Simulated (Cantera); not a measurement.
Source: NASA polynomial tables (part measured, part estimated), evaluated in Cantera. Values are per mole of reaction as written; species without (g) are pure solids or liquids, kept so even where they would boil at 1 bar.

### Question
Between 1748 and 1998 K, where is each reaction favourable under standard conditions?
- NO(g) + 4 Sr + 3 OH(g) → NH₃(g) + 4 SrO

### Answer
- NO(g) + 4 Sr + 3 OH(g) → NH₃(g) + 4 SrO: ΔG° is -1625 kJ at 1748 K and -1482 kJ at 1998 K; it stays negative (K > 1). ΔH° is -2624 kJ and ΔS° -572 J/K at 1998 K.
